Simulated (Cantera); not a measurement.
Cantera run, input and output.

```python
import numpy as np
import cantera as ct

gas = ct.Solution("gri30.yaml")
gas.TPX = 1973, 63, {'CH4': 1, 'N2': 14}
reactor = ct.IdealGasConstPressureReactor(gas, energy="off", clone=False)
net = ct.ReactorNet([reactor])
net.rtol, net.atol = 1e-08, 1e-18
show = ['CH4', 'C2H6', 'C2H', 'H2', 'H', 'HCN', 'CH3']
times = np.geomspace(3e-05, 5, 14)

steps = ct.SolutionArray(gas, extra=["t"])
rows = []
print(f"{'t/s':>10s}{'T/K':>9s}{'P/Pa':>11s}" + "".join(f"{s:>11s}" for s in show))
for t in times:
    while net.time < t:
        t_next = net.step()
        steps.append(gas.state, t=t_next)
    rows.append([np.interp(t, steps.t, y) for y in (steps.T, steps.P, *steps(*show).X.T)])
    print(f"{t:10.3e}{rows[-1][0]:9.1f}{rows[-1][1]:11.4g}" + "".join(f"{x:11.3e}" for x in rows[-1][2:]))
rate = np.gradient(steps.T, steps.t)
print("integrator steps:", len(steps.t))
if steps.T.max() > steps.T[0] + 200:
    print(f"time of steepest temperature rise: {steps.t[rate.argmax()]:.4e} s")
gas.TPX = 1973, 63, {'CH4': 1, 'N2': 14}
gas.equilibrate("TP")
print(f"equilibrium (TP): T = {gas.T:.1f} K  " + "  ".join(f"{s} {gas[s].X[0]:.3e}" for s in show))
```

It prints:

```
       t/s      T/K       P/Pa        CH4       C2H6        C2H         H2          H        HCN        CH3
 3.000e-05   1973.0         63  6.667e-02  2.308e-17  3.034e-27  1.737e-08  4.921e-07  1.575e-17  5.268e-07
 7.565e-05   1973.0         63  6.667e-02  4.073e-16  6.104e-25  1.065e-07  1.178e-06  2.206e-16  1.391e-06
 1.908e-04   1973.0         63  6.666e-02  8.070e-15  1.213e-22  6.217e-07  2.618e-06  2.698e-15  3.861e-06
 4.810e-04   1973.0         63  6.665e-02  1.905e-13  2.486e-20  3.246e-06  4.923e-06  2.783e-14  1.141e-05
 1.213e-03   1973.0         63  6.663e-02  4.951e-12  6.071e-18  1.371e-05  6.884e-06  2.545e-13  3.430e-05
 3.059e-03   1973.0         63  6.657e-02  1.051e-10  1.433e-15  4.462e-05  7.334e-06  2.174e-12  9.643e-05
 7.713e-03   1973.0         63  6.640e-02  1.388e-09  2.498e-13  1.243e-04  7.505e-06  1.891e-11  2.536e-04
 1.945e-02   1973.0         63  6.598e-02  1.221e-08  3.316e-11  3.399e-04  8.722e-06  2.107e-10  6.460e-04
 4.904e-02   1973.0         63  6.467e-02  8.750e-08  3.546e-09  1.147e-03  1.703e-05  3.117e-09  1.600e-03
 1.237e-01   1973.0         63  5.820e-02  5.598e-07  1.423e-07  7.190e-03  7.353e-05  9.189e-08  3.484e-03
 3.118e-01   1973.0         63  3.256e-02  1.340e-06  1.562e-06  4.212e-02  3.253e-04  2.526e-06  3.651e-03
 7.863e-01   1973.0         63  1.041e-02  3.160e-07  3.415e-06  7.705e-02  6.104e-04  1.445e-05  1.516e-03
 1.983e+00   1973.0         63  2.341e-03  3.140e-08  5.428e-06  8.945e-02  9.555e-04  4.048e-05  4.847e-04
 5.000e+00   1973.0         63  3.587e-04  1.473e-09  8.548e-06  9.231e-02  1.498e-03  8.955e-05  1.147e-04
integrator steps: 933
equilibrium (TP): T = 1973.0 K  CH4 2.225e-08  C2H6 7.992e-17  C2H 1.979e-05  H2 8.519e-02  H 1.581e-02  HCN 4.925e-02  CH3 8.159e-08
```

Cantera simulation using GRI-Mech 3.0 (53 species, 325 reactions); the numbers are that mechanism's predictions, not measurements. GRI-Mech 3.0 stops at C3 and has no aromatics, soot or wall deposition, so with more carbon than oxygen in the feed, carbon stays in small species such as C2H2 where larger ones or solid carbon would form. Radical loss at walls, strong at low pressure, is not modelled.
